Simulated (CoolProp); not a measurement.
Vapour-liquid equilibrium of R22 (1) + methanol (2) at 0.185 MPa; x and y are mole fractions of (1).

Values from CoolProp's multi-fluid Helmholtz-energy mixture model, Kamei 1995 and de Reuck 1993; pair parameters Bell 2016.

```
x     bubble temperature (K)  y at the bubble point  dew temperature at overall composition x (K)  liquid density (mol/L)
----  ----------------------  ---------------------  --------------------------------------------  ----------------------
0.05                   320.3                  0.739                                         352.3                   23.26
0.15                   287.0                  0.954                                         349.2                   23.06
0.25                   273.2                  0.981                                         345.8                   22.33
0.35                   265.5                  0.989                                         342.1                   21.47
0.45                   260.5                  0.993                                         337.8                   20.59
0.55                   257.0                  0.995                                         332.9                   19.70
0.65                   254.2                  0.997                                         326.9                   18.81
0.75                   251.8                  0.998                                         319.3                   17.94
0.85                   249.6                  0.998                                         308.6                   17.09
0.95                   247.3                  0.999                                         288.3                   16.24
```

No azeotrope shows between x = 0.05 and 0.95.

Pair parameters are fitted to limited data, so mixtures are less certain than the pure fluids. With so large a gap from Raoult's law the liquid may split in two, which this calculation doesn't test in full.
